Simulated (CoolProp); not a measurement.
A simple Rankine cycle with water: condensing at 306.15 K, boiler at 0.235 MPa, turbine inlet 413.5 K, turbine efficiency 0.8, pump efficiency 0.8, no recuperator. Each further row changes one setting.

Computed with CoolProp (reference Helmholtz-energy equation of state, Wagner 2002).

```json
[
 {"case": "as stated", "thermal efficiency (%)": "___", "net work (kJ/kg)": "451", "heat in (kJ/kg)": "2610", "turbine exit temperature (K)": "306.1", "volume ratio over the turbine": "31.4"},
 {"case": "turbine inlet 433.5 K", "thermal efficiency (%)": "17.4", "net work (kJ/kg)": "___", "heat in (kJ/kg)": "2650", "turbine exit temperature (K)": "306.1", "volume ratio over the turbine": "30.3"},
 {"case": "condensing temperature 298.15 K", "thermal efficiency (%)": "18.7", "net work (kJ/kg)": "___", "heat in (kJ/kg)": "___", "turbine exit temperature (K)": "298.1", "volume ratio over the turbine": "___"},
 {"case": "boiler pressure 0.164 MPa", "thermal efficiency (%)": "15.8", "net work (kJ/kg)": "___", "heat in (kJ/kg)": "2610", "turbine exit temperature (K)": "306.1", "volume ratio over the turbine": "___"},
 {"case": "turbine efficiency 0.7", "thermal efficiency (%)": "15.1", "net work (kJ/kg)": "395", "heat in (kJ/kg)": "2610", "turbine exit temperature (K)": "306.1", "volume ratio over the turbine": "32.2"}
]
```

Fill in the missing entries.


- as stated, thermal efficiency (%): 17.3
- turbine inlet 433.5 K, net work (kJ/kg): 460
- condensing temperature 298.15 K, net work (kJ/kg): 494
- condensing temperature 298.15 K, heat in (kJ/kg): 2640
- condensing temperature 298.15 K, volume ratio over the turbine: 48.0
- boiler pressure 0.164 MPa, net work (kJ/kg): 413
- boiler pressure 0.164 MPa, volume ratio over the turbine: 22.2

The expansion ends wet for: as stated; turbine inlet 433.5 K; condensing temperature 298.15 K; boiler pressure 0.164 MPa; turbine efficiency 0.7.
